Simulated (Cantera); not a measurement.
What does this Cantera script print?

```python
import numpy as np
import cantera as ct

gas_names = """
    Ba BaF BaF2 BaOH BaO2H2 F FO FO2 F2 F2O H HF HOF HO2 H2 H2F2 H2O H2O2 H3F3 H4F4 H5F5 H6F6 H7F7 O OH
    O2 O3
""".split()
cond_names = """
    Ba(cr) Ba(L) BaF2(a) BaF2(b,c) BaF2(L) BaO(s) BaO(L) BaO2H2(s) BaO2H2(L) H2O(s) H2O(L)
""".split()


# ... load() reads the species with a 1 bar reference pressure and builds the phases ...
atoms = {
    'BaF2': {'Ba': 1, 'F': 2},
    'O2': {'O': 2},
    'H2': {'H': 2},
}
top_T = {}  # K; cautious upper limits of use, not melting points


# ... equilibrate(T, P, feed) seeds the gas with the atoms and calls Mixture.equilibrate('TP', solver="vcs", rtol=1e-11, max_steps=5000) ...
results = []
feed = {'BaF2': 1, 'O2': 0.16, 'H2': 35}  # mol
P = 10000  # Pa
for T in [1225, 1275, 1325, 1375, 1425, 1475, 1525, 1575, 1625, 1675, 1725]:
    mix = equilibrate(T, P, feed)
    results.append((T, P, feed, dict(zip(mix.species_names, mix.species_moles))))
    x = sorted(zip(gas.X, gas.species_names), reverse=True)
    print(f"T = {T:g} K  P = {P:g} Pa  gas = {mix.phase_moles(0):.4g} mol")
    print("   x: " + "  ".join(f"{s} {v:.3e}" for v, s in x if v > 0.001))
    print("   condensed (mol): " + ("  ".join(f"{mix.phase(i).name} {mix.phase_moles(i):.4g}"
          for i in range(1, mix.n_phases) if mix.phase_moles(i) > 1e-12) or "none"))
```

Output:

```
T = 1225 K  P = 10000 Pa  gas = 35 mol
   x: H2 9.908e-01  H2O 9.133e-03
   condensed (mol): BaF2(a) 0.9996  BaO(s) 0.0003195
T = 1275 K  P = 10000 Pa  gas = 35 mol
   x: H2 9.908e-01  H2O 9.123e-03
   condensed (mol): BaF2(a) 0.9993  BaO(s) 0.0006165
T = 1325 K  P = 10000 Pa  gas = 35 mol
   x: H2 9.908e-01  H2O 9.107e-03
   condensed (mol): BaF2(a) 0.9985  BaO(s) 0.001121
T = 1375 K  P = 10000 Pa  gas = 35 mol
   x: H2 9.908e-01  H2O 9.081e-03
   condensed (mol): BaF2(a) 0.9971  BaO(s) 0.001925
T = 1425 K  P = 10000 Pa  gas = 35.01 mol
   x: H2 9.907e-01  H2O 9.041e-03
   condensed (mol): BaF2(a) 0.9939  BaO(s) 0.003121
T = 1475 K  P = 10000 Pa  gas = 35.01 mol
   x: H2 9.904e-01  H2O 8.986e-03
   condensed (mol): BaF2(a) 0.9872  BaO(s) 0.004745
T = 1525 K  P = 10000 Pa  gas = 35.03 mol
   x: H2 9.899e-01  H2O 8.916e-03
   condensed (mol): BaF2(b,c) 0.9727  BaO(s) 0.006628
T = 1575 K  P = 10000 Pa  gas = 35.06 mol
   x: H2 9.888e-01  H2O 8.845e-03  BaF2 1.189e-03
   condensed (mol): BaF2(b,c) 0.9416  BaO(s) 0.008174
T = 1625 K  P = 10000 Pa  gas = 35.14 mol
   x: H2 9.866e-01  H2O 8.808e-03  BaF2 2.696e-03  HF 1.085e-03
   condensed (mol): BaF2(b,c) 0.8769  BaO(s) 0.007831
T = 1675 K  P = 10000 Pa  gas = 35.27 mol
   x: H2 9.823e-01  H2O 8.886e-03  BaF2 5.594e-03  HF 1.532e-03  BaF 1.212e-03
   condensed (mol): BaF2(L) 0.7543  BaO(s) 0.00223
T = 1725 K  P = 10000 Pa  gas = 35.52 mol
   x: H2 9.748e-01  BaF2 1.090e-02  H2O 8.869e-03  HF 2.467e-03  BaF 2.226e-03
   condensed (mol): BaF2(L) 0.5294
```

These are equilibrium values from Cantera (NASA tables, ideal gas, pure condensed phases), not measurements of a reactor. Mutual solubility and eutectic melting of coexisting phases are not modelled.
